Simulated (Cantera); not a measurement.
Charge: 1 mol MgO, 0.56 mol H₂S, 0.11 mol CO₂, equilibrated at 650 K and 7.10 bar.

Method: chemical equilibrium by Gibbs-energy minimisation in Cantera with the NASA 1993 tables (ideal gas, pure condensed phases). Candidate condensed phases: C, C₆H₆, C₇H₈, C₈H₁₈, H₂O, H₂SO₄, Mg, MgCO₃, MgO, Mg(OH)₂, MgS, MgSO₄, S; 130 gas species. Gases not in the tables: S₃ to S₇. Rates play no part.

Base state: H₂S 0.910, CO₂ 0.0645, H₂O 0.0123, COS 0.0112, H₂ 0.000608, CS₂ 0.000462, CO 0.000205, S₂ 0.000169 (mole fractions); condensed: MgCO₃(s) + MgO(s).

What changes in the equilibrium state with this change: temperature from 650 K to 875 K?


| species | before | after |
|---|---|---|
| H₂S | 0.910 | 0.785 |
| CO₂ | 0.0645 | 0.125 |
| H₂O | 0.0123 | 0.0400 |
| COS | 0.0112 | 0.0297 |
| S₈ | 6.57e-5 | 7.58e-7 |
| S₂ | 0.000169 | 0.00635 |
| CO | 0.000205 | 0.00689 |
| MgCO₃(s), mol | 0.0637 | 0 |
| MgO(s), mol | 0.936 | 1.00 |
